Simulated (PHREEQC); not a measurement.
## City or well water

A made-up water analysis in mg/L, 25 °C, pH 6.61, pe 10.7: Na 26.5; K 0.00102; Ca 40.6; Mg 101; Cl 73.2; S(6) as SO4 113; Alkalinity as HCO3 433; Sr 10.5.

Valence states are taken as typed.

All values are PHREEQC results (ion-association model, phreeqc.dat), not measurements.

No solid was allowed to form.

Task: What ionic strength does the model give?

Result: ionic strength 0.0163 mol/kgw.

Task: In which forms is Mg present?

Result: Mg+2 89 %, MgSO4 6.6 %, MgHCO3+ 4.4 % of the Mg.
